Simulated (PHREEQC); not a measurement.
Solution (25 °C): 0.006 mol HNO3, 0.018 mol NiCl2 and 0.012 mol MgCl2 per kg of water. Closed to the air; pH follows from the charge balance.

Model: ion-association model, wateq4f.dat, run in PHREEQC.

| Item | Value |
|---|---|
| pH | 2.30 |
| ionic strength | 0.0938 mol/kgw |
| total alkalinity | -6.00 meq/kg |

| species | molality | activity | log γ |
|---|---|---|---|
| Cl- | 0.0588 | 0.0452 | -0.114 |
| Ni+2 | 0.0169 | 0.00643 | -0.421 |
| Mg+2 | 0.0120 | 0.00496 | -0.383 |
| H+ | 0.00600 | 0.00497 | -0.082 |
| NO3- | 0.00600 | 0.00455 | -0.120 |
| NiCl+ | 0.000931 | 0.000731 | -0.105 |
| NiCl2 | 0.000117 | 0.000120 | 0.009 |

No solid was allowed to form.
